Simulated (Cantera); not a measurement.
Input: 1 mol Fe3O4, 15 mol CO, 0.57 mol N2, equilibrated at 2223 K and 0.133 bar.

These are equilibrium values from Cantera (NASA tables, ideal gas, pure condensed phases), not measurements of a reactor. Candidate condensed phases: C, Fe, Fe(CO)5, FeO, Fe2O3, Fe3O4; 27 gas species. The tables' stoichiometric FeO is somewhat more stable than real wüstite, so its field is too wide. FeO: taken at fixed stoichiometry. Equilibrium is a limit: real reactors are often held back by kinetics, nucleation or transport.

Base state: CO 0.855, CO2 0.0857, N2 0.0357, Fe 0.0230, FeO 0.000398, O 1.66e-5, NO 1.20e-5 (mole fractions); condensed: FeO(l).

**Question.** What changes in the equilibrium state with this change: temperature from 2223 K to 2098.15 K?

**Answer.** 
```csv
species,before,after
CO,0.855,0.872
CO2,0.0857,0.0840
N2,0.0357,0.0363
Fe,0.0230,0.00780
O,1.66e-5,2.86e-6
FeO,0.000398,9.25e-5
NO,1.20e-5,3.54e-6
"FeO(l), mol",2.63,2.68
"Fe(l), mol",0,0.196
```
Each liquid is taken as pure. Mutual solubility and eutectic melting of coexisting phases are not modelled.

**Question.** What changes in the equilibrium state with this change: temperature from 2223 K to 2323 K?

**Answer.** 
| species | before | after |
|---|---|---|
| CO | 0.855 | 0.820 |
| CO2 | 0.0857 | 0.103 |
| Fe | 0.0230 | 0.0412 |
| N2 | 0.0357 | 0.0350 |
| O2 | 3.74e-6 | 2.11e-5 |
| O | 1.66e-5 | 7.14e-5 |
| NO | 1.20e-5 | 3.48e-5 |
| FeO | 0.000398 | 0.00113 |
| FeO(l), mol | 2.63 | 2.31 |
